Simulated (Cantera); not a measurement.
Cantera run:

```python
import numpy as np
import cantera as ct

gas_names = """
    H HNO HNO2 HNO3 HO2 H2 H2O H2O2 N NH NH2 NH3 NH2OH NO NO2 NO3 N2 N2H2 N2H4 N2O O OH O2 O3 V VN VO
    VO2
""".split()
cond_names = """
    H2O(s) H2O(L) V(cr) V(L) VN(s) VO(s) VO(L) V2O3(s) V2O3(L) V2O4(I) V2O4(II) V2O4(L) V2O5(s) V2O5(L)
""".split()


# ... load() reads the species with a 1 bar reference pressure and builds the phases ...
atoms = {
    'V2O5': {'V': 2, 'O': 5},
    'H2': {'H': 2},
    'N2': {'N': 2},
}
top_T = {'VN(s)': 2300}  # K; cautious upper limits of use, not melting points


# ... equilibrate(T, P, feed) seeds the gas with the atoms and calls Mixture.equilibrate('TP', solver="vcs", rtol=1e-11, max_steps=5000) ...
results = []
feed = {'V2O5': 1, 'H2': 0.66, 'N2': 0.45}  # mol
P = 21  # Pa
for T in [898, 948, 998, 1048, 1098, 1148, 1198, 1248, 1298, 1348, 1398, 1448]:
    mix = equilibrate(T, P, feed)
    results.append((T, P, feed, dict(zip(mix.species_names, mix.species_moles))))

top = {s: max(r[3][s] / sum(r[3][g] for g in gas_names) for r in results) for s in gas_names}
cols = sorted((s for s in top if top[s] > 0.0001), key=lambda s: -top[s])[:6]
seen = [c for c in cond_names if any(r[3].get(c, 0) > 1e-12 for r in results)]
print("log10 of partial pressures in bar; condensed amounts in mol")
print(f"{'T/K':>10s}" + "".join(f"{s[:9]:>10s}" for s in cols + seen))
for T, P, feed, n in results:
    ng = sum(n[g] for g in gas_names)
    print(f"{T:10.4g}" + "".join(f"{np.log10(max(n[s] / ng * P / 1e5, 1e-99)):10.3f}" for s in cols)
          + "".join(f"{n.get(c, 0):10.4g}" for c in seen))
```

Result:

```
log10 of partial pressures in bar; condensed amounts in mol
       T/K       H2O        N2        O2        OH        NO       VO2  V2O4(II)   V2O5(s)
       898    -3.935    -4.101    -4.834   -10.410    -9.124   -17.699    0.8265    0.1735
       948    -3.965    -4.132    -4.555    -9.857    -8.719   -16.279         1         0
       998    -3.965    -4.132    -4.555    -9.408    -8.467   -15.004         1         0
      1048    -3.965    -4.132    -4.555    -9.003    -8.239   -13.854         1         0
      1098    -3.965    -4.132    -4.555    -8.634    -8.031   -12.811         1         0
      1148    -3.965    -4.132    -4.555    -8.297    -7.842   -11.862         1         0
      1198    -3.965    -4.132    -4.555    -7.988    -7.668   -10.995         1         0
      1248    -3.966    -4.132    -4.555    -7.703    -7.508   -10.199         1         0
      1298    -3.966    -4.132    -4.555    -7.441    -7.361    -9.467         1         0
      1348    -3.966    -4.132    -4.555    -7.198    -7.225    -8.791         1         0
      1398    -3.966    -4.132    -4.556    -6.973    -7.098    -8.166         1         0
      1448    -3.966    -4.132    -4.556    -6.763    -6.980    -7.585    0.9999         0
```

These are equilibrium values from Cantera (NASA tables, ideal gas, pure condensed phases), not measurements of a reactor. Condensed phases not in the tables: the oxides between V2O3 and V2O5 other than VO2. Gases not in the tables: V4O10.
